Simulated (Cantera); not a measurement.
## Silicon etching in halogen gases: Si + HBr + N2

A closed system holds: 1 mol Si, 10 mol HBr, a varied amount of N2, at 0.360 bar.

Equilibrium computed with Cantera from the NASA thermochemical tables; the gas is ideal and each condensed phase is pure. Candidate condensed phases: Br2, Si, Si3N4; 28 gas species. N2 is the only nitrogen source here; it is nearly inert below about 1500 K, so the nitride shown seldom forms there in practice. The tables' values for SiBr3 are old estimates. Equilibrium is a limit: real reactors are often held back by kinetics, nucleation or transport.

Stable condensed phases:

```
T in °C \ n(N2) in mol
         5.1 8.6  12  16  19  23  26  30  33
   1300    A   A   A   A   A   A   A   A   A
   1225    A   A   B   B   B   B   B   B   B
   1150    B   B   B   B   B   B   B   B   B
   1075    B   B   B   B   B   B   B   B   B
   1000    B   B   B   B   B   B   B   B   B
    925    B   B   B   B   B   B   B   B   B
    850    B   B   B   B   B   B   B   B   B
    775    B   B   B   B   B   B   B   B   B
    700    B   B   B   B   B   B   B   B   B
    625    B   B   B   B   B   B   B   B   B
    550    B   B   B   B   B   B   B   B   B
    475    A   B   B   B   B   B   B   B   B
```

A: gas only; B: Si3N4.
